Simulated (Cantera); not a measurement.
**Low-pressure radical oxidation in H2/O2**

A perfectly stirred reactor is fed with H2 : O2 : N2 = 0.14 : 1 : 0.38 (molar parts), equivalence ratio 0.070, at 0.00140 bar; it is held at 1423 K, and followed from long to short residence time.

Cantera simulation using GRI-Mech 3.0 (53 species, 325 reactions); the numbers are that mechanism's predictions, not measurements. Radical loss at walls, strong at low pressure, is not modelled. The temperature is held fixed by assumption; the heat of reaction is taken as removed at once.

```json
[
 {"τ (s)": "0.68", "x H2": "0.00306", "x O2": "0.595", "x NO": "4.89e-7", "x H": "0.0166", "x N2O": "3.01e-10", "x HO2": "2.54e-7", "x NO2": "<1e-12"},
 {"τ (s)": "0.34", "x H2": "0.00332", "x O2": "0.592", "x NO": "2.79e-7", "x H": "0.0181", "x N2O": "2.88e-10", "x HO2": "2.55e-7", "x NO2": "<1e-12"},
 {"τ (s)": "0.17", "x H2": "0.00363", "x O2": "0.591", "x NO": "1.49e-7", "x H": "0.0191", "x N2O": "2.75e-10", "x HO2": "2.56e-7", "x NO2": "<1e-12"},
 {"τ (s)": "0.082", "x H2": "0.00417", "x O2": "0.591", "x NO": "7.40e-8", "x H": "0.0197", "x N2O": "2.56e-10", "x HO2": "2.57e-7", "x NO2": "<1e-12"},
 {"τ (s)": "0.041", "x H2": "0.00513", "x O2": "0.592", "x NO": "3.70e-8", "x H": "0.0202", "x N2O": "2.28e-10", "x HO2": "2.58e-7", "x NO2": "<1e-12"},
 {"τ (s)": "0.020", "x H2": "0.00704", "x O2": "0.594", "x NO": "1.75e-8", "x H": "0.0206", "x N2O": "1.86e-10", "x HO2": "2.59e-7", "x NO2": "<1e-12"},
 {"τ (s)": "0.010", "x H2": "0.0106", "x O2": "0.597", "x NO": "8.08e-9", "x H": "0.0209", "x N2O": "1.34e-10", "x HO2": "2.59e-7", "x NO2": "<1e-12"},
 {"τ (s)": "0.0050", "x H2": "0.0170", "x O2": "0.603", "x NO": "3.40e-9", "x H": "0.0205", "x N2O": "8.20e-11", "x HO2": "2.56e-7", "x NO2": "<1e-12"},
 {"τ (s)": "0.0025", "x H2": "0.0286", "x O2": "0.613", "x NO": "1.19e-9", "x H": "0.0184", "x N2O": "4.02e-11", "x HO2": "2.43e-7", "x NO2": "<1e-12"},
 {"τ (s)": "0.0012", "x H2": "0.0506", "x O2": "0.629", "x NO": "2.38e-10", "x H": "0.0127", "x N2O": "1.29e-11", "x HO2": "2.12e-7", "x NO2": "<1e-12"}
]
```
x: mole fraction; the columns are a selection and need not sum to one.
